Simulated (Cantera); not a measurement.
Feed: 1 mol Si3N4, 1.5 mol N2O, 76 mol H2, at 700 °C and 55.5 Torr.

Equilibrium computed with Cantera from the NASA thermochemical tables; the gas is ideal and each condensed phase is pure. Candidate condensed phases: H2O, Si, SiO2, Si2N2O, Si3N4; 35 gas species. The numbers say what is thermodynamically allowed, not how fast it happens.

Base state: H2 0.974, N2 0.0256 (mole fractions); condensed: Si2N2O(s).

Question: What changes in the equilibrium state with this change: N2O from 1.5 to 0.66 mol?

Answer: 
| species | before | after |
|---|---|---|
| H2 | 0.974 | 0.989 |
| N2 | 0.0256 | 0.0114 |
| Si2N2O(s), mol | 1.50 | 0.660 |
| Si3N4(s), mol | 0 | 0.560 |
